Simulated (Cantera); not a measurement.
Input: 1 mol HF, 0.18 mol O2, a varied amount of N2, at 775 °C and 130 bar.

These are equilibrium values from Cantera (NASA tables, ideal gas, pure condensed phases), not measurements of a reactor. Candidate condensed phases: H2O; 40 gas species. The ideal-gas law is rough above about 30 bar. The numbers say what is thermodynamically allowed, not how fast it happens.

x: gas mole fraction; nothing condenses.

```json
[
 {"n(N2) (mol)": "0.17", "x HF": "0.738", "x N2": "0.126", "x O2": "0.134", "x H2F2": "0.00238", "x NO": "1.65e-5", "x NO2": "5.90e-6"},
 {"n(N2) (mol)": "0.23", "x HF": "0.706", "x N2": "[?]", "x O2": "0.128", "x H2F2": "[?]", "x NO": "[?]", "x NO2": "6.43e-6"},
 {"n(N2) (mol)": "0.3", "x HF": "0.673", "x N2": "0.203", "x O2": "0.122", "x H2F2": "0.00198", "x NO": "2.00e-5", "x NO2": "6.82e-6"},
 {"n(N2) (mol)": "0.4", "x HF": "0.631", "x N2": "[?]", "x O2": "0.114", "x H2F2": "[?]", "x NO": "2.16e-5", "x NO2": "7.14e-6"},
 {"n(N2) (mol)": "0.52", "x HF": "0.586", "x N2": "0.306", "x O2": "0.106", "x H2F2": "0.00150", "x NO": "2.29e-5", "x NO2": "7.29e-6"},
 {"n(N2) (mol)": "0.69", "x HF": "0.533", "x N2": "0.369", "x O2": "0.0964", "x H2F2": "0.00124", "x NO": "2.40e-5", "x NO2": "7.28e-6"},
 {"n(N2) (mol)": "0.92", "x HF": "0.475", "x N2": "0.439", "x O2": "0.0858", "x H2F2": "0.000983", "x NO": "2.47e-5", "x NO2": "7.06e-6"},
 {"n(N2) (mol)": "1.2", "x HF": "0.419", "x N2": "0.505", "x O2": "0.0757", "x H2F2": "0.000766", "x NO": "2.49e-5", "x NO2": "6.68e-6"},
 {"n(N2) (mol)": "1.6", "x HF": "0.359", "x N2": "0.576", "x O2": "0.0648", "x H2F2": "0.000562", "x NO": "2.46e-5", "x NO2": "6.11e-6"},
 {"n(N2) (mol)": "2.1", "x HF": "0.304", "x N2": "0.640", "x O2": "0.0549", "x H2F2": "0.000404", "x NO": "2.39e-5", "x NO2": "5.46e-6"},
 {"n(N2) (mol)": "2.8", "x HF": "0.251", "x N2": "0.704", "x O2": "0.0452", "x H2F2": "0.000274", "x NO": "2.27e-5", "x NO2": "4.71e-6"}
]
```

Task: What belongs in the gaps?

Result: 
- 0.4, x N2: 0.254
- 0.4, x H2F2: 0.00174
- 0.23, x N2: 0.163
- 0.23, x H2F2: 0.00218
- 0.23, x NO: 1.84e-5
